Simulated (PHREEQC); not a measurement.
Make-up at 15 °C: 0.59 mol K2CO3, 0.091 mol H3BO3 and 0.61 mol NaCl per kg of water. Closed to the air; pH follows from the charge balance.

Equilibrium calculation in PHREEQC: Pitzer model, pitzer.dat.

### Question
The ionic strength comes out as 2.29 mol/kgw. What activity coefficients do K+, B(OH)4-, Na+, HCO3-, B4O5(OH)4-2 get?

### Answer
K+ 0.53, B(OH)4- 0.43, Na+ 0.48, HCO3- 0.49, B4O5(OH)4-2 0.022. Single-ion values are on the MacInnes scale.

This is a speciation only: nothing precipitates in the calculation. In brines, pH and single-ion activities rest on the MacInnes convention.
